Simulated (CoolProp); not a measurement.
Aqueous potassium acetate as a coolant, 34 % by mass, freezing at -30.0 °C, 1 atm.

Computed with CoolProp (Melinder's fits for secondary coolants).

```tsv
T (°C)	density (kg/m³)	conductivity (W/(m K))	cp (kJ/(kg K))	Prandtl number
-0.1	1189	0.464	3.074	32.8
4.8	1187	0.470	3.085	27.4
9.7	1185	0.476	3.096	23.2
14.6	1183	0.481	3.107	19.9
19.4	1181	0.487	3.118	17.3
24.3	1179	0.493	3.129	15.2
29.2	1176	0.499	3.141	13.4
34.1	1174	0.505	3.153	11.9
```
